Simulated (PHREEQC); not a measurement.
0.059 g of hydrous ferric oxide (600 m²/g; 0.2 weak and 0.005 strong sites per Fe, Dzombak-Morel constants, diffuse double layer) in 1 kg of water with 0.3 mol/kgw of an inert sodium salt, at 25 °C; the pH is set by adding NaOH or the inert anion's acid. Oxygen is held at 0.21 atm. No CO2 enters from the air. Nothing may precipitate in this run.

Base run: PHREEQC, ion-association model, wateq4f.dat. Each further column changes one thing. The table gives surface charge σ (C/m²).

```json
[
 {"pH": "4", "base": "0.349", "background salt from 0.3 to 0.03 mol/kgw": "…", "oxide from 0.059 to 0.29 g/kgw": "0.349", "0.00029 mol/kgw Na2HAsO4 added": "0.014"},
 {"pH": "4.38", "base": "0.328", "background salt from 0.3 to 0.03 mol/kgw": "0.227", "oxide from 0.059 to 0.29 g/kgw": "0.328", "0.00029 mol/kgw Na2HAsO4 added": "0.009"},
 {"pH": "5.12", "base": "0.255", "background salt from 0.3 to 0.03 mol/kgw": "0.145", "oxide from 0.059 to 0.29 g/kgw": "0.255", "0.00029 mol/kgw Na2HAsO4 added": "-0.008"},
 {"pH": "5.5", "base": "0.210", "background salt from 0.3 to 0.03 mol/kgw": "…", "oxide from 0.059 to 0.29 g/kgw": "0.210", "0.00029 mol/kgw Na2HAsO4 added": "-0.021"},
 {"pH": "6.25", "base": "0.129", "background salt from 0.3 to 0.03 mol/kgw": "0.060", "oxide from 0.059 to 0.29 g/kgw": "0.129", "0.00029 mol/kgw Na2HAsO4 added": "-0.049"},
 {"pH": "6.62", "base": "0.095", "background salt from 0.3 to 0.03 mol/kgw": "0.042", "oxide from 0.059 to 0.29 g/kgw": "0.095", "0.00029 mol/kgw Na2HAsO4 added": "-0.063"},
 {"pH": "7.38", "base": "0.041", "background salt from 0.3 to 0.03 mol/kgw": "0.017", "oxide from 0.059 to 0.29 g/kgw": "0.041", "0.00029 mol/kgw Na2HAsO4 added": "-0.083"},
 {"pH": "7.75", "base": "0.020", "background salt from 0.3 to 0.03 mol/kgw": "0.008", "oxide from 0.059 to 0.29 g/kgw": "0.020", "0.00029 mol/kgw Na2HAsO4 added": "-0.091"},
 {"pH": "8.5", "base": "-0.021", "background salt from 0.3 to 0.03 mol/kgw": "-0.008", "oxide from 0.059 to 0.29 g/kgw": "-0.021", "0.00029 mol/kgw Na2HAsO4 added": "…"},
 {"pH": "8.88", "base": "-0.044", "background salt from 0.3 to 0.03 mol/kgw": "…", "oxide from 0.059 to 0.29 g/kgw": "-0.044", "0.00029 mol/kgw Na2HAsO4 added": "-0.146"},
 {"pH": "9.62", "base": "-0.097", "background salt from 0.3 to 0.03 mol/kgw": "…", "oxide from 0.059 to 0.29 g/kgw": "-0.097", "0.00029 mol/kgw Na2HAsO4 added": "-0.205"},
 {"pH": "10", "base": "-0.132", "background salt from 0.3 to 0.03 mol/kgw": "-0.062", "oxide from 0.059 to 0.29 g/kgw": "-0.132", "0.00029 mol/kgw Na2HAsO4 added": "-0.238"}
]
```

### Question
Fill in the missing entries.

### Answer

- 4, background salt from 0.3 to 0.03 mol/kgw: 0.270
- 5.5, background salt from 0.3 to 0.03 mol/kgw: 0.111
- 8.5, 0.00029 mol/kgw Na2HAsO4 added: -0.121
- 8.88, background salt from 0.3 to 0.03 mol/kgw: -0.018
- 9.62, background salt from 0.3 to 0.03 mol/kgw: -0.043
